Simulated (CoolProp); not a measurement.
Computed with CoolProp (reference Helmholtz-energy equation of state, Lemmon 2005). It is a short technical equation, of lower accuracy than the large ones.

**Question.** For trans-2-butene, give the phase and the density (kg/m³), fugacity coefficient at 25.75 °C and 1670 kPa; 25.75 °C and 4190 kPa; 25.75 °C and 6700 kPa.

**Answer.** 
- 25.75 °C and 1670 kPa: liquid; density 600, fugacity coefficient 0.141
- 25.75 °C and 4190 kPa: liquid; density 604, fugacity coefficient 0.0617
- 25.75 °C and 6700 kPa: liquid; density 608, fugacity coefficient 0.0424
